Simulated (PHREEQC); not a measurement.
A solution holds 0.056 mol/kgw Na2SO4, 0.0018 mol/kgw HNO3 and 0.00059 mol/kgw CdBr2, at 25 °C. Closed to the air; pH follows from the charge balance.

Model: ion-association model, phreeqc.dat, run in PHREEQC.

No solid was allowed to form.

Estimate the pH, density, specific conductance.

pH 3.25; density 1.004 g/cm³; specific conductance 9660 µS/cm.

In which forms is Cd present?

CdSO4 44 %, Cd+2 32 %, Cd(SO4)2-2 23 %, CdBr+ 1.7 % of the Cd.
